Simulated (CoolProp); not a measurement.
Model: reference Helmholtz-energy equation of state, Lemmon 2006, in CoolProp. It is a short technical equation, of lower accuracy than the large ones.

**Question.** For C3F8 (R218), give the phase and the density (kg/m³), fugacity coefficient at 437.3 K and 88 bar; 437.3 K and 103 bar; 437.3 K and 132 bar.

**Answer.** 
- 437.3 K and 88 bar: supercritical; density 668, fugacity coefficient 0.643
- 437.3 K and 103 bar: supercritical; density 757, fugacity coefficient 0.613
- 437.3 K and 132 bar: supercritical; density 877, fugacity coefficient 0.574
